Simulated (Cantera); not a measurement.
A freely propagating, adiabatic, planar premixed flame of 18.3 % CO, 14.4 % H2, 18.2 % O2, 49.1 % N2, unburnt at 375 K and 13300 Pa; mixture-averaged transport, grid criteria slope 0.08 and curve 0.16, no radiation.

Computed with Cantera and GRI-Mech 3.0 (53 species, 325 reactions). Burning velocities carry a grid error of a few per cent, more on coarse grids.

x: mole fraction of selected species; z is measured from the peak of heat release.

| z (mm) | T (K) | u (m/s) | x CO | x H2 | x O2 | x N2O | x OH | x O |
|---|---|---|---|---|---|---|---|---|
| -18.7 | 375 | 2.02 | 0.183 | 0.144 | 0.182 | <1e-8 | <1e-8 | <1e-8 |
| -12.4 | 375 | 2.02 | 0.183 | 0.144 | 0.182 | <1e-8 | <1e-8 | <1e-8 |
| -9.33 | 375 | 2.02 | 0.183 | 0.144 | 0.182 | <1e-8 | <1e-8 | <1e-8 |
| -6.22 | 375 | 2.02 | 0.183 | 0.144 | 0.182 | <1e-8 | <1e-8 | <1e-8 |
| -3.11 | 376 | 2.02 | 0.183 | 0.143 | 0.182 | <1e-8 | 8.42e-8 | 1.46e-7 |
| -1.55 | 547 | 2.90 | 0.180 | 0.128 | 0.178 | <1e-8 | 0.000444 | 7.07e-5 |
| 0 | 1039 | 5.37 | 0.159 | 0.0577 | 0.140 | <1e-8 | 0.00212 | 0.00708 |
| 1.55 | 1369 | 6.96 | 0.110 | 0.0173 | 0.0833 | ? | 0.00657 | 0.0219 |
| 3.11 | 1522 | 7.62 | 0.0823 | 0.0174 | 0.0683 | 1.33e-8 | 0.00937 | 0.0241 |
| 6.22 | 1673 | 8.27 | 0.0717 | 0.0183 | 0.0618 | 1.41e-8 | 0.0122 | 0.0228 |
| 12.4 | 1827 | 8.93 | 0.0725 | 0.0171 | 0.0593 | ? | 0.0145 | 0.0194 |
| 24.9 | 1986 | 9.59 | 0.0708 | 0.0150 | 0.0563 | ? | 0.0161 | 0.0153 |
| 49.7 | 2142 | 10.2 | 0.0653 | 0.0124 | 0.0524 | ? | 0.0166 | 0.0112 |

Q: Some entries are withheld; supply them.

A: 
- 1.55, x N2O: 1.17e-8
- 12.4, x N2O: 1.62e-8
- 24.9, x N2O: 1.96e-8
- 49.7, x N2O: 2.75e-8
